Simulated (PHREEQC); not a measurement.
# Brackish or sea water: speciation

A made-up water analysis in mg/kgw, 25 °C, pH 7.82:

```tsv
constituent	mg/kgw
Na	2280
K	72.3
Ca	10.6
Mg	134
Cl	3210
S(6) as SO4	988
Alkalinity as HCO3	16
Li	0.273
```

Valence states are taken as typed.

Model: Pitzer model, pitzer.dat, run in PHREEQC.

No solid was allowed to form.

**Question.** Estimate the specific conductance.

**Answer.** specific conductance 11300 µS/cm.

**Question.** In which forms is C present?

**Answer.** HCO3- 96 %, CO2 2.6 %, CO3-2 0.8 % of the C.

Complexes and solids missing from the database can't appear.
